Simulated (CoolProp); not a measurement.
Model: reference Helmholtz-energy equation of state, Gao 2016, in CoolProp.

Question: For sulfur dioxide, give the phase and the density (kg/m³), cp (kJ/(kg K)), expansivity (1/kK) at 251.85 °C and 87.5 bar; 251.85 °C and 175 bar.

Answer: 
- 251.85 °C and 87.5 bar: supercritical; density 161, cp 1.06, expansivity 4.14
- 251.85 °C and 175 bar: supercritical; density 419, cp 1.73, expansivity 8.00
